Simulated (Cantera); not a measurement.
Charge: 1 mol C2H4, 0.47 mol H2O, 19 mol N2, held at 2423.15 K and 37.0 Pa.

Method: chemical equilibrium by Gibbs-energy minimisation in Cantera with the NASA 1993 tables (ideal gas, pure condensed phases). Candidate condensed phases: C, C6H6, C7H8, C8H18, H2O; 136 gas species. The numbers say what is thermodynamically allowed, not how fast it happens.

Base state: N2 0.795, H 0.147, H2 0.0255, CO 0.0198, HCN 0.00827, CN 0.00247, HNC 0.000884, C3 0.000391 (mole fractions); condensed: C(graphite).

Q: What changes in the equilibrium state with this change: C2H4 replaced by C2H6?

A: 
```csv
species,before,after
N2,0.795,0.744
H,0.147,0.183
H2,0.0255,0.0395
CO,0.0198,0.0186
C2H2 (acetylene),0.000198,0.000306
C2H,6.93e-5,8.62e-5
HNC,0.000884,0.00106
HCN,0.00827,0.00996
"C(graphite), mol",1.21,1.13
```

Q: What changes in the equilibrium state with this change: H2O from 0.47 to 3.4 mol?

A: 
| species | before | after |
|---|---|---|
| N2 | 0.795 | 0.622 |
| H | 0.147 | 0.216 |
| CO | 0.0198 | 0.0635 |
| O | <1e-9 | 0.0206 |
| H2O | <1e-9 | 0.0105 |
| H2 | 0.0255 | 0.0547 |
| HCN | 0.00827 | <1e-9 |
| OH | <1e-9 | 0.00784 |
| CN | 0.00247 | <1e-9 |
| CO2 | <1e-9 | 0.00204 |
| C(graphite), mol | 1.21 | 0 |
